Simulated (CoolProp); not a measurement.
Vapour-liquid equilibrium of diethyl ether (1) + acetone (2) at 0.281 MPa; x and y are mole fractions of (1).

The numbers come from the multi-fluid Helmholtz-energy mixture model, Thol 2014 and Lemmon 2006; pair parameters Bell 2016 in CoolProp.

```json
[
 {"x": "0.05", "bubble temperature, mixture model (K)": "359.9", "bubble temperature, Raoult's law (K)": "361.1", "y, mixture model": "0.110", "y, Raoult's law": "0.087"},
 {"x": "0.15", "bubble temperature, mixture model (K)": "355.2", "bubble temperature, Raoult's law (K)": "358.3", "y, mixture model": "0.292", "y, Raoult's law": "0.245"},
 {"x": "0.25", "bubble temperature, mixture model (K)": "351.3", "bubble temperature, Raoult's law (K)": "355.7", "y, mixture model": "0.432", "y, Raoult's law": "0.382"},
 {"x": "0.35", "bubble temperature, mixture model (K)": "348.1", "bubble temperature, Raoult's law (K)": "353.2", "y, mixture model": "0.540", "y, Raoult's law": "0.501"},
 {"x": "0.45", "bubble temperature, mixture model (K)": "345.6", "bubble temperature, Raoult's law (K)": "350.8", "y, mixture model": "0.624", "y, Raoult's law": "0.606"},
 {"x": "0.55", "bubble temperature, mixture model (K)": "343.7", "bubble temperature, Raoult's law (K)": "348.6", "y, mixture model": "0.694", "y, Raoult's law": "0.699"},
 {"x": "0.65", "bubble temperature, mixture model (K)": "342.2", "bubble temperature, Raoult's law (K)": "346.5", "y, mixture model": "0.755", "y, Raoult's law": "0.780"},
 {"x": "0.75", "bubble temperature, mixture model (K)": "341.1", "bubble temperature, Raoult's law (K)": "344.4", "y, mixture model": "0.813", "y, Raoult's law": "0.852"},
 {"x": "0.85", "bubble temperature, mixture model (K)": "340.3", "bubble temperature, Raoult's law (K)": "342.5", "y, mixture model": "0.876", "y, Raoult's law": "0.916"},
 {"x": "0.95", "bubble temperature, mixture model (K)": "339.9", "bubble temperature, Raoult's law (K)": "340.7", "y, mixture model": "0.952", "y, Raoult's law": "0.974"}
]
```

The largest gap from Raoult's law is -5.2 K in bubble temperature, at x = 0.45. No azeotrope shows between x = 0.05 and 0.95.

Pair parameters are fitted to limited data, so mixtures are less certain than the pure fluids.
